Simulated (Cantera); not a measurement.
A closed system holds: 1 mol PbO, a varied amount of H2, at 0.150 Torr.

Equilibrium computed with Cantera from the NASA thermochemical tables; the gas is ideal and each condensed phase is pure. Candidate condensed phases: H2O, Pb, PbO, PbO2, Pb3O4; 12 gas species. Mutual solubility and eutectic melting of coexisting phases are not modelled. Equilibrium is a limit: real reactors are often held back by kinetics, nucleation or transport.

### Question
What condenses at these points (T in K, n(H2) in mol): (873, 1.1); (1173, 0.55); (1173, 0.056); (1073, 0.4); (1373, 0.55); (1023, 0.76); (1023, 0.4)?

### Answer
```csv
T (K),n(H2) in mol,condensed phases,Pb condensed (%)
873,1.1,Pb,99.6
1173,0.55,PbO,18.7
1173,0.056,PbO,91.7
1073,0.4,Pb + PbO,75.5
1373,0.55,gas only,0.0
1023,0.76,Pb + PbO,88.0
1023,0.4,Pb + PbO,93.7
```
